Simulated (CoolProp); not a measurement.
A single-stage vapour-compression cycle with the fluoroketone C6F12O (FK-5-1-12): evaporating at 325.15 K (dew point), condensing at 358.15 K (bubble point), superheat 10 K, subcooling 5 K, compressor efficiency 0.8, no pressure losses. Each further row changes one setting.

The numbers come from the reference Helmholtz-energy equation of state, McLinden 2015 in CoolProp.

| case | cooling COP | pressure ratio | discharge temperature (K) | refrigerating effect (kJ/kg) | volumetric capacity (kJ/m³) |
|---|---|---|---|---|---|
| as stated | 6.50 | 2.71 | 358.1 | 64.2 | 869 |
| evaporating temperature 330.15 K | 8.18 | ? | 358.1 | ? | ? |
| condensing temperature 353.15 K | 8.10 | 2.36 | 353.1 | 69.9 | 947 |
| subcooling 10 K | 7.08 | 2.71 | 358.1 | 69.9 | 947 |
| superheat 20 K | 6.99 | 2.71 | ? | 73.3 | 957 |
| compressor efficiency 0.7 | 5.69 | 2.71 | 358.1 | 64.2 | 869 |

Task: Fill in the missing entries.

Result: 
- evaporating temperature 330.15 K, pressure ratio: 2.30
- evaporating temperature 330.15 K, refrigerating effect (kJ/kg): 68.3
- evaporating temperature 330.15 K, volumetric capacity (kJ/m³): 1090
- superheat 20 K, discharge temperature (K): 360.0

The compression ends wet for: as stated; evaporating temperature 330.15 K; condensing temperature 353.15 K; subcooling 10 K; compressor efficiency 0.7.
